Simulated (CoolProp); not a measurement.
Vapour-liquid equilibrium of dimethyl ether (1) + n-hexane (2) at 0.65 MPa; x and y are mole fractions of (1).

Model: multi-fluid Helmholtz-energy mixture model, Wu 2011 and Thol 2019; pair parameters Bell 2016, in CoolProp.

| x | bubble temperature (K) | y at the bubble point | dew temperature at overall composition x (K) | liquid density (mol/L) |
|---|---|---|---|---|
| 0.05 | 398.7 | … | 413.1 | 6.539 |
| 0.2 | 359.2 | 0.754 | … | 7.602 |
| 0.35 | 337.1 | … | 395.2 | 8.565 |
| 0.5 | 324.3 | … | 384.4 | 9.550 |
| 0.65 | 315.8 | 0.964 | 371.0 | 10.65 |
| 0.8 | 309.3 | 0.981 | … | 11.96 |
| 0.95 | 303.4 | 0.996 | 320.8 | 13.59 |

**Question.** Some entries are withheld; supply them.

**Answer.** 
- 0.05, y at the bubble point: 0.297
- 0.2, dew temperature at overall composition x (K): 404.6
- 0.35, y at the bubble point: 0.888
- 0.5, y at the bubble point: 0.939
- 0.8, dew temperature at overall composition x (K): 352.8

No azeotrope shows between x = 0.05 and 0.95.

Pair parameters are fitted to limited data, so mixtures are less certain than the pure fluids. The gap from Raoult's law changes sign with composition, which may be real or a fault of the pair parameters; it wasn't checked against measurements.
